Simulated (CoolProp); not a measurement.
Vapour-liquid equilibrium of acetone (1) + dimethyl carbonate (2) at 18.8 bar; x and y are mole fractions of (1).

The numbers come from the multi-fluid Helmholtz-energy mixture model, Lemmon 2006 and Zhou 2011; pair parameters Bell 2016 in CoolProp.

| x | bubble temperature (K) | y at the bubble point | dew temperature at overall composition x (K) | liquid density (mol/L) |
|---|---|---|---|---|
| 0.05 | 489.9 | 0.081 | 491.1 | 8.423 |
| 0.15 | 484.5 | 0.226 | 487.4 | 8.580 |
| 0.25 | 479.7 | 0.352 | 483.6 | 8.731 |
| 0.35 | 475.1 | 0.465 | 479.7 | 8.879 |
| 0.45 | 470.9 | 0.567 | 475.7 | 9.025 |
| 0.55 | 466.9 | 0.661 | 471.6 | 9.170 |
| 0.65 | 463.0 | 0.747 | 467.3 | 9.314 |
| 0.75 | 459.2 | 0.827 | 462.8 | 9.456 |
| 0.85 | 455.5 | 0.901 | 458.1 | 9.597 |
| 0.95 | 451.9 | 0.969 | 452.9 | 9.734 |

No azeotrope shows between x = 0.05 and 0.95.

The pair parameters rest on a limited set of measurements; away from them the model extrapolates.
